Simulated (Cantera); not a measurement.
Mixture: 15.3 % H2, 17.7 % O2, 66.7 % N2, 0.321 % NO, at 233 Torr, adiabatic and at constant volume. Ignition delay is the time to a rise of 400 K.

Model: GRI-Mech 3.0 (53 species, 325 reactions), integrated in Cantera. The mechanism lacks 2 NO + O2 → 2 NO2 and HONO, so NO2 and the effect of NO are under-described below about 1400 K. Below about 950 K walls govern HO2 and H2O2 in real vessels. Where the delays flatten at high temperature, the 400 K rule measures the pace of heat release, not the induction time.

Task: Predict: delay at 875 K; delay at 975 K; delay at 1075 K; delay at 1175 K; delay at 1275 K.

Result: delay at 875 K: 1.58 ms
delay at 975 K: 0.611 ms
delay at 1075 K: 0.310 ms
delay at 1175 K: 0.194 ms
delay at 1275 K: 0.145 ms
